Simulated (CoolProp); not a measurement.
Model: reference Helmholtz-energy equation of state, Aleksandrov 2011, in CoolProp. It is a short technical equation, of lower accuracy than the large ones.

Q: Give the vapour pressure (MPa), liquid density (kg/m³), vapour density (kg/m³), liquid cp (kJ/(kg K)) of saturated n-undecane at 293.3, 313.5, 494.5 K.

A: 
| T (K) | p (MPa) | liquid density (kg/m³) | vapour density (kg/m³) | liquid cp (kJ/(kg K)) |
|---|---|---|---|---|
| 293.3 | 3.95e-5 | 740 | 0.00254 | 2.20 |
| 313.5 | 0.000174 | 725 | 0.0104 | 2.27 |
| 494.5 | 0.182 | 575 | 7.73 | 2.99 |
